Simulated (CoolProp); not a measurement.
Aqueous calcium chloride as a coolant, 3 % by mass, freezing at -1.4 °C, 1 atm.

Values from CoolProp's Melinder's fits for secondary coolants.

| T (°C) | viscosity (mPa s) | density (kg/m³) | Prandtl number | conductivity (W/(m K)) |
|---|---|---|---|---|
| 0 | 1.90 | 1026 | 13.6 | 0.560 |
| 6.7 | 1.54 | 1024 | 10.8 | 0.572 |
| 13.3 | ? | 1023 | 8.77 | 0.584 |
| 20 | 1.09 | ? | 7.30 | 0.595 |
| 26.7 | 0.935 | 1021 | 6.18 | 0.606 |
| 33.3 | 0.817 | 1019 | ? | 0.617 |
| 40 | 0.717 | 1015 | 4.59 | 0.628 |

### Question
What belongs in the gaps?

### Answer

- 13.3, viscosity (mPa s): 1.28
- 20, density (kg/m³): 1022
- 33.3, Prandtl number: 5.31
